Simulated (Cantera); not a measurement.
Feed: 1 mol B₂O₃, 0.44 mol NH₃, at 2248 K and 0.000760 bar.

These are equilibrium values from Cantera (NASA tables, ideal gas, pure condensed phases), not measurements of a reactor. Candidate condensed phases: B, BN, B₂O₃, B₃O₃H₃, H₂O; 39 gas species. Rates play no part.

Base state: B₂O₃ 0.267, BO 0.169, HBO₂ 0.153, H₂ 0.148, H 0.103, N₂ 0.0998, HBO 0.0209, BO₂ 0.0190 (mole fractions); condensed: gas only.

What changes in the equilibrium state with this change: pressure from 0.000760 bar to 0.0133 bar?


| species | before | after |
|---|---|---|
| B₂O₃ | 0.267 | 0.356 |
| H₂ | 0.148 | 0.218 |
| HBO₂ | 0.153 | 0.137 |
| BO | 0.169 | 0.0728 |
| H | 0.103 | 0.0297 |
| BO₂ | 0.0190 | 0.00336 |
| B₂O₂ | 0.00578 | 0.0188 |
| HBO | 0.0209 | 0.0457 |
| H₂O | 0.0129 | 0.00780 |
| N₂ | 0.0998 | 0.111 |
| O₂ | 2.34e-5 | 2.24e-7 |
| O | 0.000640 | 1.49e-5 |
| NO | 5.28e-5 | 5.44e-6 |
| OH | 0.00134 | 0.000159 |

What changes in the equilibrium state with this change: NH₃ from 0.44 to 20 mol?


```json
[
 {"species": "H₂", "before": "0.148", "after": "0.535"},
 {"species": "N₂", "before": "0.0998", "after": "0.217"},
 {"species": "H", "before": "0.103", "after": "0.195"},
 {"species": "B₂O₃", "before": "0.267", "after": "0.00125"},
 {"species": "BO", "before": "0.169", "after": "0.0250"},
 {"species": "BO₂", "before": "0.0190", "after": "0.000602"},
 {"species": "HBO₂", "before": "0.153", "after": "0.00916"},
 {"species": "HBO", "before": "0.0209", "after": "0.00587"},
 {"species": "H₂O", "before": "0.0129", "after": "0.00998"},
 {"species": "B₂O₂", "before": "0.00578", "after": "0.000126"},
 {"species": "O₂", "before": "2.34e-5", "after": "1.07e-6"},
 {"species": "O", "before": "0.000640", "after": "0.000137"},
 {"species": "NO", "before": "5.28e-5", "after": "1.66e-5"}
]
```
